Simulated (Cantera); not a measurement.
# Adiabatic ignition

An adiabatic, constant-pressure homogeneous reactor starts with 30.1 % CO, 0.962 % H2, 2.95 % CH4, 11.3 % O2, 42.4 % N2, 12.3 % H2O, at 1473 K and 3.20 bar.

Cantera simulation using GRI-Mech 3.0 (53 species, 325 reactions); the numbers are that mechanism's predictions, not measurements.

```csv
t (s),T (K),x CO,x H2,x CH4,x O2,x NO,x CH3,x HO2
5.00e-6,1473,0.301,0.00962,0.0295,0.113,<1e-12,3.25e-6,2.85e-7
1.26e-5,1473,0.301,0.00962,0.0295,0.113,<1e-12,1.35e-5,6.86e-7
3.16e-5,1473,0.301,0.00963,0.0294,0.113,<1e-12,8.44e-5,3.20e-6
7.93e-5,1488,0.300,0.00997,0.0275,0.111,3.35e-11,0.000425,2.45e-5
0.000199,2625,0.191,0.0306,<1e-12,0.00409,0.000127,<1e-12,2.35e-6
0.000501,2696,0.189,0.0296,<1e-12,0.00201,0.000493,1.39e-12,1.20e-6
0.00126,2693,0.189,0.0298,<1e-12,0.00193,0.00119,1.41e-12,1.16e-6
0.00316,2689,0.190,0.0299,<1e-12,0.00185,0.00198,1.43e-12,1.11e-6
0.00795,2688,0.190,0.0300,<1e-12,0.00183,0.00219,1.44e-12,1.10e-6
0.0200,2688,0.190,0.0300,<1e-12,0.00183,0.00219,1.44e-12,1.10e-6
0.0502,2688,0.190,0.0300,<1e-12,0.00183,0.00219,1.44e-12,1.10e-6
0.126,2688,0.190,0.0300,<1e-12,0.00183,0.00219,1.44e-12,1.10e-6
0.317,2688,0.190,0.0300,<1e-12,0.00183,0.00219,1.44e-12,1.10e-6
0.796,2688,0.190,0.0300,<1e-12,0.00183,0.00219,1.44e-12,1.10e-6
2.00,2688,0.190,0.0300,<1e-12,0.00183,0.00219,1.44e-12,1.10e-6
```
x: mole fraction; the columns are a selection and need not sum to one.

```
Property                                                           Value
---------------------------------  -------------------------------------
time of steepest temperature rise                               0.142 ms
temperature at 2.00 s                                             2688 K
equilibrium temperature                                           2688 K
x(CO) at 2.00 s                      0.190 (gas-phase equilibrium 0.190)
x(H2) at 2.00 s                    0.0300 (gas-phase equilibrium 0.0300)
x(CH4) at 2.00 s                   <1e-12 (gas-phase equilibrium <1e-12)
```
